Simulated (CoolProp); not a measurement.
Vapour-liquid equilibrium of ethanol (1) + n-nonane (2) at 368 K; x and y are mole fractions of (1).

The numbers come from the multi-fluid Helmholtz-energy mixture model, Schroeder 2014 and Lemmon 2006; pair parameters Bell 2016 in CoolProp.

```
x     bubble pressure, mixture model (MPa)  bubble pressure, Raoult's law (MPa)  y, mixture model  y, Raoult's law
----  ------------------------------------  -----------------------------------  ----------------  ---------------
0.05                               0.06240                              0.02592             0.726            0.361
0.2                                 0.1364                              0.05140             0.882            0.729
0.35                                0.1613                              0.07689             0.905            0.853
0.5                                 0.1679                               0.1024             0.911            0.915
0.65                                0.1704                               0.1279             0.915            0.952
0.8                                 0.1755                               0.1533             0.926            0.977
0.95                                0.1844                               0.1788             0.969            0.995
```

The largest gap from Raoult's law is +165.4 % in bubble pressure, at x = 0.2. No azeotrope shows between x = 0.05 and 0.95.

The pair parameters rest on a limited set of measurements; away from them the model extrapolates. With so large a gap from Raoult's law the liquid may split in two, which this calculation doesn't test in full.
